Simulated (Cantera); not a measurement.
What does this Cantera script print?

```python
import numpy as np
import cantera as ct

gas = ct.Solution("gri30.yaml")


def delay(T, t_max=10):
    gas.TPX = T, 430000, {'CH4': 1, 'CO': 0.082, 'O2': 3.19, 'N2': 9.89, 'H2O': 4.1}
    reactor = ct.IdealGasReactor(gas, clone=False)
    net = ct.ReactorNet([reactor])
    net.rtol, net.atol = 1e-8, 1e-16
    while net.time < t_max:
        t_old, T_old = net.time, reactor.T
        net.step()
        if reactor.T > T + 400:  # ignition: a rise of 400 K
            return t_old + (T + 400 - T_old) / (reactor.T - T_old) * (net.time - t_old)
    return np.nan


taus = []
for T in [1000, 1075, 1150, 1225, 1300, 1375]:
    taus.append(delay(T))
    print(f"T0 = {T:6g} K   tau = {taus[-1]:.4e} s")
```

Result:

```
T0 =   1000 K   tau = 2.0761e-01 s
T0 =   1075 K   tau = 5.8197e-02 s
T0 =   1150 K   tau = 1.9640e-02 s
T0 =   1225 K   tau = 7.5536e-03 s
T0 =   1300 K   tau = 3.1638e-03 s
T0 =   1375 K   tau = 1.3975e-03 s
```

Detailed kinetics in Cantera: GRI-Mech 3.0 (53 species, 325 reactions).
